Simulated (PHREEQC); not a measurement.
Synthetic water in mg/L, 25 °C, pH 3.75, pe 10.4: Na 95.3; K 0.0623; Ca 37.9; Mg 15; Cl 69.4; S(6) as SO4 422; Sr 0.324; Zn 0.136; Cu(2) 0.318; Fe(3) 73.5.

Valence states are taken as typed.

Model: ion-association model, wateq4f.dat, run in PHREEQC.

No solid was allowed to form.

**Question.** Order these Zn species by the share of Zn that they hold, largest first: ZnCl+, Zn+2, ZnSO4, Zn(SO4)2-2.

**Answer.** Zn+2 (74 %), ZnSO4 (25 %), Zn(SO4)2-2 (0.77 %), ZnCl+ (0.25 %)

The pH is 3.75 and the ionic strength 0.0145 mol/kgw. The solution is supersaturated, for example in Jarosite-K, Jarosite-Na, so a real one may precipitate; this is no full list. Species that the database lacks are ignored.
